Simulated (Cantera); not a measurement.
Feed: 1 mol CuO, a varied amount of C, 9.2 mol H2, at 1050 K and 53.3 Torr.

Method: chemical equilibrium by Gibbs-energy minimisation in Cantera with the NASA 1993 tables (ideal gas, pure condensed phases). Candidate condensed phases: C, C6H6, C7H8, C8H18, Cu, CuO, Cu(OH)2, Cu2O, H2O; 113 gas species. Kinetics and transport are ignored.

Question: At 0.42 mol C, list the 5 most abundant gas species with their mole fractions, and the condensed phases.

Answer: H2 0.899, H2O 0.0573, CO 0.0406, CO2 0.00305, CH4 2.70e-5. Condensed: Cu(s).
